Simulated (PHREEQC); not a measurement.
Dissolve 0.17 mol/kgw H2SO4 and 0.0017 mol/kgw Al(NO3)3 at 25 °C. Closed to the air; pH follows from the charge balance.

Model: ion-association model, phreeqc.dat, run in PHREEQC.

Task: The ionic strength comes out as 0.225 mol/kgw. What activity coefficients do H+, AlHSO4+2, SO4-2, Al(SO4)2-, NO3- get?

Result: H+ 0.79, AlHSO4+2 0.30, SO4-2 0.28, Al(SO4)2- 0.72, NO3- 0.68.

This is a speciation only: nothing precipitates in the calculation. Species that the database lacks are ignored.
